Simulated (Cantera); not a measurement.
Source: NASA polynomial tables (part measured, part estimated), evaluated in Cantera. Values are per mole of reaction as written; species without (g) are pure solids or liquids, kept so even where they would boil at 1 bar. The tables' values for C₂F₄ are old estimates.

### Question
Between 798 and 1023 K, where is each reaction favourable under standard conditions?
- CF₂(g) + CF₄(g) → 2 CF₃(g)
- CF₂(g) → 2 F(g) + C
- CF₃(g) → C + 3 F(g)

### Answer
- CF₂(g) + CF₄(g) → 2 CF₃(g): ΔG° is 152 kJ at 798 K and 146 kJ at 1023 K; it stays positive (K < 1). ΔH° is 174 kJ and ΔS° 27 J/K at 1023 K.
- CF₂(g) → 2 F(g) + C: ΔG° is 271 kJ at 798 K and 250 kJ at 1023 K; it stays positive (K < 1). ΔH° is 349 kJ and ΔS° 97 J/K at 1023 K.
- CF₃(g) → C + 3 F(g): ΔG° is 529 kJ at 798 K and 476 kJ at 1023 K; it stays positive (K < 1). ΔH° is 719 kJ and ΔS° 238 J/K at 1023 K.
